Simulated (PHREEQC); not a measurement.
HCl is added in steps, without added water, to 1 kg of water holding 43 mmol/kgw Cu(NO3)2, 0.42 mmol/kgw HNO3 and 0.41 mmol/kgw Na2SO4, at 25 °C. O2 is buffered at 0.21 atm. CO2 is held at log p = -3.4 (atm). Only these solids could form: Cu(OH)2, Malachite, Brochantite, Antlerite, Atacamite, Cu2(OH)3NO3, Halite, Mirabilite, Chalcanthite, Nahcolite, Natron.

Base run: PHREEQC, ion-association model, wateq4f.dat. Each further column changes one thing. The table gives HSO4- (mol/kgw).

```tsv
HCl added (mol)	base	Cu(NO3)2 replaced by Ni(NO3)2 at the same molality	0.0023 mol/kgw HBr added	Cu(NO3)2 left out	no solid may form
0	2.92e-6	3.09e-6	1.82e-5	1.31e-5	2.92e-6
0.002031	1.65e-5	1.74e-5	3.08e-5	6.26e-5	1.65e-5
0.003656	2.67e-5	2.82e-5	4.03e-5	9.16e-5	2.67e-5
0.005687	3.88e-5	4.08e-5	5.16e-5	0.000120	3.88e-5
0.007313	4.80e-5	5.04e-5	6.02e-5	0.000138	4.80e-5
0.009344	5.88e-5	6.17e-5	7.03e-5	0.000157	5.88e-5
0.01097	6.71e-5	7.03e-5	7.81e-5	0.000170	6.71e-5
0.013	7.69e-5	8.04e-5	8.73e-5	0.000184	7.69e-5
```

 Solids allowed in the column 'Cu(NO3)2 replaced by Ni(NO3)2 at the same molality': Ni(OH)2, NiCO3, Ni4(OH)6SO4, Halite, Mirabilite, Morenosite, Nahcolite, Natron. Solids allowed in the column 'Cu(NO3)2 left out': Halite, Mirabilite, Nahcolite, Natron.
